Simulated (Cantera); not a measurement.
An isothermal, constant-pressure homogeneous reactor starts with 0.941 % H₂, 99.1 % O₂, equivalence ratio 0.0047, at 1175 K and 0.0360 bar.

Model: GRI-Mech 3.0 (53 species, 325 reactions), integrated in Cantera. Radical loss at walls, strong at low pressure, is not modelled.

x: mole fraction; the columns are a selection and need not sum to one.

```csv
t (s),x H₂,x O₂,x H₂O₂,x O,x H₂O,x OH
1.00e-5,0.00941,0.991,<1e-12,3.39e-11,<1e-12,3.34e-11
7.50e-5,0.00941,0.991,<1e-12,9.10e-10,1.88e-10,8.19e-10
0.000562,0.00941,0.991,3.73e-12,3.60e-8,3.26e-8,2.51e-8
0.00422,(withheld),0.983,(withheld),(withheld),(withheld),(withheld)
0.0316,1.58e-5,0.987,4.31e-8,0.00291,0.00917,0.000421
0.237,1.04e-6,0.990,1.92e-8,0.000195,0.00940,0.000110
1.78,3.48e-8,0.991,2.07e-9,6.79e-6,0.00944,2.07e-5
13.3,(withheld),0.991,1.70e-10,(withheld),0.00945,(withheld)
100,3.98e-10,0.991,3.58e-11,8.15e-8,0.00945,2.27e-6
```

Complete the blanks.


- 0.00422, x H₂: 0.000749
- 0.00422, x H₂O₂: 1.78e-7
- 0.00422, x O: 0.00633
- 0.00422, x H₂O: 0.00768
- 0.00422, x OH: 0.00132
- 13.3, x H₂: 2.10e-9
- 13.3, x O: 4.24e-7
- 13.3, x OH: 5.18e-6
